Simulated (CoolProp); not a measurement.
A single-stage vapour-compression cycle with ethane: evaporating at 229.15 K (dew point), condensing at 282.15 K (bubble point), superheat 5 K, subcooling 0 K, compressor efficiency 0.7, no pressure losses. Each further row changes one setting.

Values from CoolProp's reference Helmholtz-energy equation of state, Bücker 2006.

| case | cooling COP | pressure ratio | discharge temperature (K) | refrigerating effect (kJ/kg) | volumetric capacity (kJ/m³) |
|---|---|---|---|---|---|
| as stated | (withheld) | 4.33 | 329.9 | 261 | 3110 |
| evaporating temperature 234.15 K | 2.30 | 3.67 | 324.8 | 265 | 3710 |
| condensing temperature 277.15 K | 2.33 | (withheld) | (withheld) | 280 | 3330 |
| subcooling 5 K | (withheld) | 4.33 | 329.9 | 280 | 3350 |
| superheat 15 K | (withheld) | 4.33 | 341.3 | (withheld) | (withheld) |
| compressor efficiency 0.6 | 1.70 | 4.33 | 339.4 | 261 | 3110 |

Question: What belongs in the gaps?

Answer: 
- as stated, cooling COP: 1.99
- condensing temperature 277.15 K, pressure ratio: 3.86
- condensing temperature 277.15 K, discharge temperature (K): 321.9
- subcooling 5 K, cooling COP: 2.14
- superheat 15 K, cooling COP: 2.00
- superheat 15 K, refrigerating effect (kJ/kg): 279
- superheat 15 K, volumetric capacity (kJ/m³): 3130
